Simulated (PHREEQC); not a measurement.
Brine: speciation

Make-up at 25 °C: 1.6 mol/kgw LiCl and 0.22 mol/kgw K2SO4. Closed to the air; pH follows from the charge balance.

All values are PHREEQC results (Pitzer model, pitzer.dat), not measurements.

Each row changes one thing in this solution. This is a speciation only: nothing precipitates in the calculation.

```json
[
 {"case": "as made", "pH": "7.03", "SI of Arcanite (K2SO4)": "-1.21", "SI of Misenite (K8H6(SO4)7)": "-50.07"},
 {"case": "LiCl left out", "pH": "7.34", "SI of Arcanite (K2SO4)": "-0.88", "SI of Misenite (K8H6(SO4)7)": "-48.82"},
 {"case": "K2SO4 from 0.22 to 0.33 mol/kgw", "pH": "7.10", "SI of Arcanite (K2SO4)": "-0.75", "SI of Misenite (K8H6(SO4)7)": "-48.25"},
 {"case": "LiCl from 1.6 to 0.32 mol/kgw", "pH": "7.26", "SI of Arcanite (K2SO4)": "-0.99", "SI of Misenite (K8H6(SO4)7)": "-49.29"},
 {"case": "LiCl replaced by LiOH at the same molality", "pH": "13.85", "SI of Arcanite (K2SO4)": "-0.96", "SI of Misenite (K8H6(SO4)7)": "-89.74"}
]
```
